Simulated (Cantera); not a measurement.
A perfectly stirred reactor is fed with 9.17 % C₂H₆, 90.8 % N₂, at 0.987 atm; it is held at 1650 K, and followed from long to short residence time.

Computed with Cantera and GRI-Mech 3.0 (53 species, 325 reactions). GRI-Mech 3.0 stops at C3 and has no aromatics, soot or wall deposition, so with more carbon than oxygen in the feed, carbon stays in small species such as C2H2 where larger ones or solid carbon would form.

x: mole fraction; the columns are a selection and need not sum to one.

| τ (s) | x C₂H₆ | x C₂H₄ | x C₂H | x H | x HCN |
|---|---|---|---|---|---|
| 5.4 | 3.03e-6 | 0.000787 | 8.15e-8 | 3.67e-5 | 1.60e-6 |
| 2.5 | … | 0.000779 | 8.43e-8 | 3.76e-5 | … |
| 1.1 | 1.25e-5 | 0.000784 | 8.91e-8 | 3.93e-5 | 8.25e-7 |
| 0.52 | 2.45e-5 | 0.000818 | 9.64e-8 | 4.20e-5 | 6.65e-7 |
| 0.24 | 4.83e-5 | 0.000913 | 1.08e-7 | 4.66e-5 | 5.67e-7 |
| 0.11 | 9.30e-5 | 0.00111 | 1.27e-7 | 5.40e-5 | 5.14e-7 |
| 0.050 | … | … | … | … | 4.88e-7 |
| 0.023 | 0.000324 | 0.00214 | 1.89e-7 | 7.95e-5 | 4.75e-7 |
| 0.010 | 0.000620 | 0.00336 | 2.34e-7 | 9.88e-5 | 4.62e-7 |
| 0.0048 | 0.00110 | 0.00516 | 2.79e-7 | 0.000118 | 4.43e-7 |
| 0.0022 | 0.00206 | 0.00825 | 3.25e-7 | 0.000140 | 4.15e-7 |

Question: Some entries are withheld; supply them.

Answer: 
- 2.5, x C₂H₆: 5.96e-6
- 2.5, x HCN: 1.12e-6
- 0.050, x C₂H₆: 0.000176
- 0.050, x C₂H₄: 0.00149
- 0.050, x C₂H: 1.54e-7
- 0.050, x H: 6.50e-5
